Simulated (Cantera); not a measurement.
Input: 1 mol SiHCl3, 0.14 mol C3H8, 100 mol H2, at 2023.15 K and 0.0500 bar.

Cantera equilibrium calculation (NASA polynomials, part measured and part estimated; ideal gas, pure solids and liquids). Candidate condensed phases: C, C6H6, C7H8, C8H18, Si, SiC; 109 gas species. Mutual solubility and eutectic melting of coexisting phases are not modelled. The tables' values for SiCl are old estimates; treat these amounts as uncertain. Gases not in the tables: Si2H6 and higher silanes. Kinetics and transport are ignored.

Base state: H2 0.963, HCl 0.0256, H 0.00834, SiCl2 0.00158, Si 0.00114, SiCl 0.000177, Cl 0.000165, SiH 0.000161 (mole fractions); condensed: Si(l) + SiC(s).

Problem. What changes in the equilibrium state with this change: temperature from 2023.15 K to 1673.15 K?

Solution. 
| species | before | after |
|---|---|---|
| H2 | 0.963 | 0.973 |
| HCl | 0.0256 | 0.0247 |
| SiCl2 | 0.00158 | 0.00226 |
| H | 0.00834 | 0.000503 |
| Si | 0.00114 | 8.38e-6 |
| Si2C | 3.44e-5 | 4.29e-8 |
| Si2 | 1.25e-5 | 3.23e-8 |
| SiH | 0.000161 | 3.12e-6 |
| Si(l), mol | 0.246 | 0 |
| SiC(s), mol | 0.416 | 0.420 |
| Si(s), mol | 0 | 0.344 |
The tables' values for SiCl3 are old estimates; treat these amounts as uncertain.

Problem. What changes in the equilibrium state with this change: H2 from 100 to 1400 mol?

Solution. 
| species | before | after |
|---|---|---|
| H2 | 0.963 | 0.989 |
| H | 0.00834 | 0.00845 |
| HCl | 0.0256 | 0.00210 |
| SiCl2 | 0.00158 | 3.35e-6 |
| Si | 0.00114 | 0.000365 |
| SiCl | 0.000177 | 4.60e-6 |
| Cl | 0.000165 | 1.34e-5 |
| Si(l), mol | 0.246 | 0 |
| SiC(s), mol | 0.416 | 0.310 |
